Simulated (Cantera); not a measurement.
A perfectly stirred reactor is fed with 7.41 % H2, 4.63 % O2, 88.0 % N2, at 82.5 Torr; it is held at 925 K, and followed from long to short residence time.

Cantera simulation using GRI-Mech 3.0 (53 species, 325 reactions); the numbers are that mechanism's predictions, not measurements. Radical loss at walls, strong at low pressure, is not modelled. Below about 950 K walls govern HO2 and H2O2 in real vessels. The temperature is held fixed by assumption; the heat of reaction is taken as removed at once.

### Question
Predict: x(H2) at τ = 6.60 s; x(O2) at τ = 6.60 s; x(H) at τ = 6.60 s; x(OH) at τ = 6.60 s; x(H2O2) at τ = 6.60 s; x(H2) at τ = 0.140 s; x(O2) at τ = 0.140 s; x(H) at τ = 0.140 s; x(OH) at τ = 0.140 s; x(H2O2) at τ = 0.140 s.

### Answer
- x(H2) at τ = 6.60 s = 0.000425
- x(O2) at τ = 6.60 s = 0.00982
- x(H) at τ = 6.60 s = 2.90e-5
- x(OH) at τ = 6.60 s = 2.53e-5
- x(H2O2) at τ = 6.60 s = 1.13e-7
- x(H2) at τ = 0.140 s = 0.00385
- x(O2) at τ = 0.140 s = 0.0117
- x(H) at τ = 0.140 s = 0.00105
- x(OH) at τ = 0.140 s = 0.000112
- x(H2O2) at τ = 0.140 s = 9.83e-8
